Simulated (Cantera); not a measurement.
# Thermodynamics of tantalum, niobium, vanadium and zirconium in process gases, feed V + NH3

A closed system holds: 1 mol V, 3.3 mol NH3, held at 76.0 Pa.

These are equilibrium values from Cantera (NASA tables, ideal gas, pure condensed phases), not measurements of a reactor. Candidate condensed phases: V, VN; 11 gas species. VN: taken at fixed stoichiometry. Condensed phases not in the tables: V2N, N, O or C dissolved in the metal. Kinetics and transport are ignored.

```csv
T (K),log p H2,log p H,log p N2,log p V,log p N,log p VN,n VN(s),n V(s),n V(l)
798,-3.21,-13.18,-3.84,<-15,<-15,<-15,1.00,0,0
998,-3.21,-10.27,-3.84,<-15,<-15,<-15,1.00,0,0
1198,-3.21,-8.33,-3.84,<-15,<-15,<-15,1.00,0,0
1398,-3.21,-6.93,-3.84,-13.13,<-15,<-15,1.00,0,0
1598,-3.21,-5.88,-3.84,-9.76,-14.12,-14.49,1.000,0,0
1798,-3.22,-5.06,-3.85,-7.16,-12.38,-11.88,0.999,0,0
1998,-3.27,-4.43,-3.73,-5.65,-10.92,-10.32,0,0.980,0
2198,-3.35,-3.93,-3.78,-4.46,-9.80,-9.15,0,0,0.656
2398,-3.56,-3.58,-3.86,-4.08,-8.89,-8.82,0,0,0
2598,-3.88,-3.36,-3.93,-4.15,-8.12,-8.92,0,0,0
2798,-4.35,-3.26,-3.98,-4.19,-7.45,-8.99,0,0,0
```
log p: log10 of the partial pressure in bar; n: condensed amount in mol.

From 798 K to 1798 K the condensed part is VN(s). At 1998 K the condensed part is V(s). At 2198 K the condensed part is V(l). From 2398 K to 2798 K nothing is condensed.
